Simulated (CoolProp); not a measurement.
Vapour-liquid equilibrium of dimethyl ether (1) + n-perfluorobutane (2) at 10.1 bar; x and y are mole fractions of (1).

Computed with CoolProp (multi-fluid Helmholtz-energy mixture model, Wu 2011 and Gao 2022; pair parameters Bell 2016).

Q: Give the bubble temperature and the first vapour's composition at x = 0.2, 0.65, 0.95. Is there an azeotrope?

A: x = 0.2: 324.0 K, y = 0.476; x = 0.65: 311.5 K, y = 0.715; x = 0.95: 314.6 K, y = 0.889. y crosses x between x = 0.65 and 0.8: the model has an azeotrope there.

Pair parameters are fitted to limited data, so mixtures are less certain than the pure fluids. With so large a gap from Raoult's law the liquid may split in two, which this calculation doesn't test in full.
